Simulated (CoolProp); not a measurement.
A single-stage vapour-compression cycle with sulfur dioxide: evaporating at 318.15 K (dew point), condensing at 351.15 K (bubble point), superheat 10 K, subcooling 2 K, compressor efficiency 0.85, no pressure losses. Each further row changes one setting.

Computed with CoolProp (reference Helmholtz-energy equation of state, Gao 2016).

| case | cooling COP | pressure ratio | discharge temperature (K) | refrigerating effect (kJ/kg) | volumetric capacity (kJ/m³) |
|---|---|---|---|---|---|
| as stated | 7.05 | 2.35 | 399.8 | 297 | 5610 |
| evaporating temperature 323.15 K | 8.58 | 2.04 | 393.0 | 299 | 6460 |
| condensing temperature 346.15 K | 8.48 | 2.09 | 389.3 | 305 | 5750 |
| subcooling 7 K | 7.23 | 2.35 | 399.8 | 305 | 5750 |
| superheat 20 K | 6.94 | 2.35 | 411.6 | 305 | 5520 |
| compressor efficiency 0.75 | 6.22 | 2.35 | 406.7 | 297 | 5610 |
